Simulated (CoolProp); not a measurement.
Vapour-liquid equilibrium of ethane (1) + CHF3 (R23) (2) at 840 kPa; x and y are mole fractions of (1).

The numbers come from the multi-fluid Helmholtz-energy mixture model, Bücker 2006 and Penoncello 2003; pair parameters Bell 2016 in CoolProp.

**Question.** Give the bubble temperature and the first vapour's composition at x = 0.2, 0.425, 0.8. Is there an azeotrope?

**Answer.** x = 0.2: 225.3 K, y = 0.428; x = 0.425: 223.5 K, y = 0.508; x = 0.8: 225.1 K, y = 0.630. y crosses x between x = 0.5 and 0.575: the model has an azeotrope there.

Pair parameters are fitted to limited data, so mixtures are less certain than the pure fluids. With so large a gap from Raoult's law the liquid may split in two, which this calculation doesn't test in full.
